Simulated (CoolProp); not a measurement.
Vapour-liquid equilibrium of ethylbenzene (1) + m-xylene (2) at 457.2 K; x and y are mole fractions of (1).

Values from CoolProp's multi-fluid Helmholtz-energy mixture model, Zhou 2012 and Zhou 2012; pair parameters Bell 2016.

```csv
x,bubble pressure (MPa),y at the bubble point,dew pressure at overall composition x (MPa),liquid density (mol/L)
0.05,0.2969,0.053,0.2968,6.670
0.2,0.3001,0.210,0.2999,6.670
0.35,0.3031,0.363,0.3028,6.671
0.5,0.3059,0.513,0.3057,6.674
0.65,0.3086,0.661,0.3084,6.677
0.8,0.3110,0.807,0.3109,6.682
0.95,0.3133,0.952,0.3132,6.687
```

No azeotrope shows between x = 0.05 and 0.95.

The pair parameters rest on a limited set of measurements; away from them the model extrapolates.
